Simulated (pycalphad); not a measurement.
CALPHAD calculation (pycalphad, COST 507 light-alloy database (1999)), 1 atm. These are 1990s assessments: newer ones move some temperatures and phases. Amounts are mole fractions of atoms. Diffusion is slow at the low end, where real alloys seldom reach equilibrium.

**Question.** Give the equilibrium state of Mg-0.99Si (at.%) at 217 °C.

**Answer.** hcp, fraction 0.970, with <0.01 Si at.%; MG2SI, fraction 0.030, with 33.3 Si at.%.

Database names, with the compositions (at.%) that they take in these runs: MG2SI: Mg 67 Si 33.
